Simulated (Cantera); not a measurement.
Feed: 1 mol MgO, 1.7 mol SO3, 0.57 mol CO2, equilibrated at 1173 K.

Cantera equilibrium calculation (NASA polynomials, part measured and part estimated; ideal gas, pure solids and liquids). Candidate condensed phases: C, Mg, MgCO3, MgO, MgS, MgSO4, S; 26 gas species. Equilibrium is a limit: real reactors are often held back by kinetics, nucleation or transport.

x: gas mole fraction; n: condensed amount in mol.

| P (Pa) | x SO2 | x CO2 | x O2 | x SO3 | x O | n MgO(s) | n MgSO4(s) |
|---|---|---|---|---|---|---|---|
| 1000 | 0.538 | 0.184 | 0.269 | 0.00898 | 7.25e-8 | 1.00 | 0 |
| 2600 | 0.534 | 0.184 | 0.267 | 0.0143 | 4.48e-8 | 1.00 | 0 |
| 6700 | 0.420 | 0.355 | 0.210 | (withheld) | (withheld) | 0 | 1.00 |
| 17000 | 0.413 | 0.356 | 0.206 | 0.0248 | 1.54e-8 | 0 | 1.00 |
| 45000 | 0.402 | 0.359 | 0.201 | 0.0388 | 9.33e-9 | 0 | 1.00 |
| 120000 | 0.385 | 0.362 | 0.193 | 0.0596 | 5.60e-9 | 0 | 1.00 |
| 300000 | 0.364 | 0.367 | 0.182 | (withheld) | (withheld) | 0 | 1.00 |
| 770000 | 0.336 | 0.373 | 0.168 | 0.123 | 2.06e-9 | 0 | 1.00 |
| 2000000 | 0.301 | 0.381 | 0.150 | 0.168 | 1.21e-9 | 0 | 1.00 |

**Question.** Some entries are withheld; supply them.

**Answer.** 
- 6700, x SO3: 0.0160
- 6700, x O: 2.47e-8
- 300000, x SO3: 0.0866
- 300000, x O: 3.44e-9
